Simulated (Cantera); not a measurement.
An adiabatic, constant-volume homogeneous reactor starts with C₃H₈ : O₂ : N₂ = 1 : 11.4 : 42.7 (molar parts), equivalence ratio 0.44, at 1198 K and 1.01 bar.

Model: GRI-Mech 3.0 (53 species, 325 reactions), integrated in Cantera. GRI-Mech 3.0 was tuned for natural gas; its chemistry of propane as a main component is partial and can be far from experiment.

Q: Predict: time of steepest temperature rise; temperature at 0.600 s; equilibrium temperature; x(O₂) at 0.600 s; x(H) at 0.600 s; x(O) at 0.600 s.

A: 
```json
{
  "time_of_steepest_temperature_rise": "5.48 ms",
  "temperature at 0.600 s": "2343 K",
  "equilibrium_temperature": "2343 K",
  "x(O₂) at 0.600 s": "0.107 (gas-phase equilibrium 0.107)",
  "x(H) at 0.600 s": "0.000168 (gas-phase equilibrium 0.000168)",
  "x(O) at 0.600 s": "0.00147 (gas-phase equilibrium 0.00147)"
}
```
